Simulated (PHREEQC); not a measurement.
Leach liquor (model solution)

Consider water at 25 °C with 0.29 mol HCl, 0.026 mol FeSO4 and 0.035 mol Fe2(SO4)3 per kg of water. Closed to the air; pH follows from the charge balance.

Computed with PHREEQC (ion-association model, wateq4f.dat).

| Quantity | Result |
|---|---|
| pH | 0.81 |
| ionic strength | 0.445 mol/kgw |
| activity of water | 0.989 |
| total alkalinity | -430 meq/kg |

| species | molality | activity | log γ |
|---|---|---|---|
| Cl- | 0.270 | 0.176 | -0.186 |
| H+ | 0.201 | 0.154 | -0.114 |
| HSO4- | 0.0624 | 0.0421 | -0.171 |
| FeSO4+ | 0.0237 | 0.0163 | -0.162 |
| FeHSO4+2 | 0.0236 | 0.00673 | -0.544 |
| Fe+2 | 0.0188 | 0.00485 | -0.588 |
| SO4-2 | 0.0130 | 0.00281 | -0.667 |
| FeCl+2 | 0.0125 | 0.00281 | -0.649 |
| Fe+3 | 0.00568 | 0.000530 | -1.030 |
| FeHSO4+ | 0.00335 | 0.00245 | -0.136 |
| FeCl2+ | 0.00302 | 0.00221 | -0.136 |
| FeSO4 | 0.00218 | 0.00242 | 0.044 |
| FeCl+ | 0.00171 | 0.00118 | -0.162 |
| Fe(SO4)2- | 0.00137 | 0.00100 | -0.136 |
| FeOH+2 | 9.78e-5 | 2.19e-5 | -0.649 |
| FeCl3 | 3.50e-5 | 3.88e-5 | 0.044 |

This is a speciation only: nothing precipitates in the calculation. Saturation is exceeded, for instance for Hematite (slow to form), Goethite (slow to form); the values hold only as long as no solid forms.
